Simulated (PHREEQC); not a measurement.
Solution (25 °C): 0.026 mol/kgw H2SiF6, 0.00031 mol/kgw H3PO4 and 0.00077 mol/kgw HNO3. Closed to the air; pH follows from the charge balance.

All values are PHREEQC results (ion-association model, phreeqc.dat), not measurements.

No solid was allowed to form.

Question: Predict the pH.

Answer: pH 1.37.

Question: In which forms is P present?

Answer: H3PO4 83 %, H2PO4- 17 % of the P.

The solution is supersaturated, for example in Quartz (slow to form), Chalcedony (slow to form), so a real one may precipitate; this is no full list. SiF6-2 is the database's only silicon fluoride.
